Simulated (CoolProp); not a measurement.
Vapour-liquid equilibrium of propane (1) + neopentane (2) at 335.9 K; x and y are mole fractions of (1).

Model: multi-fluid Helmholtz-energy mixture model, Lemmon 2009 and Lemmon 2006; pair parameters Bell 2016, in CoolProp.

| x | bubble pressure (MPa) | y at the bubble point | dew pressure at overall composition x (MPa) | liquid density (mol/L) |
|---|---|---|---|---|
| 0.05 | 0.5349 | 0.112 | 0.5109 | 7.594 |
| 0.15 | 0.6212 | 0.298 | 0.5504 | 7.842 |
| 0.25 | 0.7171 | 0.451 | 0.5962 | 8.100 |
| 0.35 | 0.8294 | 0.581 | 0.6504 | 8.367 |
| 0.45 | 0.9646 | 0.692 | 0.7162 | 8.637 |
| 0.55 | 1.128 | 0.784 | 0.7988 | 8.905 |
| 0.65 | 1.325 | 0.858 | 0.9072 | 9.159 |
| 0.75 | 1.554 | 0.915 | 1.060 | 9.385 |
| 0.85 | 1.813 | 0.957 | 1.299 | 9.554 |
| 0.95 | 2.093 | 0.988 | 1.762 | 9.612 |

No azeotrope shows between x = 0.05 and 0.95.

Pair parameters are fitted to limited data, so mixtures are less certain than the pure fluids.
